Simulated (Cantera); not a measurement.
Feed: 1 mol Zr, 1.1 mol NH₃, at 12.0 Pa.

Cantera equilibrium calculation (NASA polynomials, part measured and part estimated; ideal gas, pure solids and liquids). Candidate condensed phases: Zr, ZrN; 11 gas species. ZrN: taken at fixed stoichiometry. The numbers say what is thermodynamically allowed, not how fast it happens. All values below are at 2373 K.

Base state: H 0.687, H₂ 0.291, N₂ 0.0202, Zr 0.00195 (mole fractions); condensed: ZrN(s).

Q: What changes in the equilibrium state with this change: pressure from 12.0 Pa to 1000 Pa?

A: 
| species | before | after |
|---|---|---|
| H₂ | 0.291 | 0.844 |
| H | 0.687 | 0.128 |
| N₂ | 0.0202 | 0.0275 |
| Zr | 0.00195 | 2.20e-6 |
| ZrN(s), mol | 0.995 | 1.000 |
